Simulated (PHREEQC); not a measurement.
PHREEQC input (ion-association model, phreeqc.dat):

```
SOLUTION 1
  temp 20
  units mol/kgw
  pH 7 charge
  Cl 0.052
  Mg 0.026
  P 0.00019
  Na 0.00038
SOLUTION 2
  temp 20
  units mol/kgw
  pH 7 charge
  Br 0.25
  Na 0.25
END
SELECTED_OUTPUT 1
  -reset false
  -pH true
  -pe true
  -ionic_strength true
  -water true
  -totals Br Cl Mg Na P
  -molalities H+ Mg+2 Na+ Cl- PO4-3 Br- OH- O2 HPO4-2 H2PO4-
    H3PO4 MgOH+ MgPO4- MgHPO4 MgH2PO4+ NaOH NaHPO4-
  -saturation_indices Halite
PRINT
  -reset false
MIX 1
  1 1
  2 0
EQUILIBRIUM_PHASES 1
  O2(g) -0.68 10
END
# ... the last block is repeated for the other 10 points of share of solution B
```

Selected output (columns that matter, 11 of 11 rows; share of solution B added in front):

```
share of solution B	pH	mu	Br	Cl	Mg	Na	P	m_H+	m_Mg+2	m_Na+	m_Cl-	m_Br-	m_OH-	si_Halite
0	7.5419	0.078003	0	0.052	0.026	0.00038	0.00019	3.4322e-08	0.025859	0.00037999	0.052	0	3.0458e-07	-6.4713
0.1	7.5666	0.09523	0.025	0.0468	0.0234	0.025342	0.000171	3.2744e-08	0.023281	0.025341	0.0468	0.025	3.2838e-07	-4.7071
0.2	7.5922	0.11245	0.05	0.0416	0.0208	0.050304	0.000152	3.1119e-08	0.020701	0.050302	0.0416	0.05	3.5395e-07	-4.4724
0.3	7.6196	0.12967	0.075	0.0364	0.0182	0.075266	0.000133	2.9422e-08	0.01812	0.075264	0.0364	0.075	3.8232e-07	-4.3658
0.4	7.6496	0.14688	0.1	0.0312	0.0156	0.10023	0.000114	2.7631e-08	0.015538	0.10023	0.0312	0.1	4.1477e-07	-4.3175
0.5	7.683	0.16409	0.125	0.026	0.013	0.12519	9.5e-05	2.5723e-08	0.012954	0.12519	0.026	0.125	4.5308e-07	-4.3083
0.6	7.7211	0.18129	0.15	0.0208	0.0104	0.15015	7.6e-05	2.368e-08	0.010368	0.15015	0.0208	0.15	4.9972e-07	-4.3335
0.7	7.7647	0.19848	0.175	0.0156	0.0078	0.17511	5.7e-05	2.1511e-08	0.0077802	0.17511	0.0156	0.175	5.5779e-07	-4.3983
0.8	7.8121	0.21567	0.2	0.0104	0.0052	0.20008	3.8e-05	1.9365e-08	0.0051902	0.20007	0.0104	0.2	6.2761e-07	-4.5225
0.9	7.8374	0.23284	0.225	0.0052	0.0026	0.22504	1.9e-05	1.8335e-08	0.0025972	0.22504	0.0052	0.225	6.7073e-07	-4.778
1	7.0549	0.25	0.25	0	0	0.25	0	1.1151e-07	0	0.25	0	0.25	1.1151e-07	-1000
```
